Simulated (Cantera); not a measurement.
A perfectly stirred reactor is fed with NO : N2 = 1 : 0.14 (molar parts), at 735 Torr; it is held at 2023 K, and followed from long to short residence time.

Detailed kinetics in Cantera: GRI-Mech 3.0 (53 species, 325 reactions).

**Question.** Predict: x(NO) at τ = 0.770 s; x(O2) at τ = 0.770 s; x(NO2) at τ = 0.770 s; x(N2) at τ = 0.770 s; x(O) at τ = 0.770 s; x(NO) at τ = 50.0 ms; x(O2) at τ = 50.0 ms; x(NO2) at τ = 50.0 ms; x(N2) at τ = 50.0 ms; x(O) at τ = 50.0 ms.

**Answer.** 
| Quantity | Result |
|---|---|
| x(NO) at τ = 0.770 s | 0.335 |
| x(O2) at τ = 0.770 s | 0.270 |
| x(NO2) at τ = 0.770 s | 0.000626 |
| x(N2) at τ = 0.770 s | 0.394 |
| x(O) at τ = 0.770 s | 0.000428 |
| x(NO) at τ = 50.0 ms | 0.773 |
| x(O2) at τ = 50.0 ms | 0.0514 |
| x(NO2) at τ = 50.0 ms | 0.000684 |
| x(N2) at τ = 50.0 ms | 0.175 |
| x(O) at τ = 50.0 ms | 0.000212 |
